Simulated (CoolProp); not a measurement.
A Linde-Hampson liquefier for carbon monoxide: isothermal reversible compression at 300 K from 1 atm to 20 MPa, throttling to 1 atm, return gas leaving the recuperator 5 K below the feed. Each further row changes one setting.

The numbers come from the reference Helmholtz-energy equation of state, Lemmon 2006 in CoolProp. It is a short technical equation, of lower accuracy than the large ones.

```json
[
 {"case": "as stated", "liquid yield per pass": "0.074", "compression work (kJ/kg of gas)": "470"},
 {"case": "high pressure 40 MPa", "liquid yield per pass": "0.095", "compression work (kJ/kg of gas)": "539"},
 {"case": "warm-end temperature 330 K", "liquid yield per pass": "0.052", "compression work (kJ/kg of gas)": "520"},
 {"case": "warm-end gap 10 K", "liquid yield per pass": "0.063", "compression work (kJ/kg of gas)": "470"}
]
```
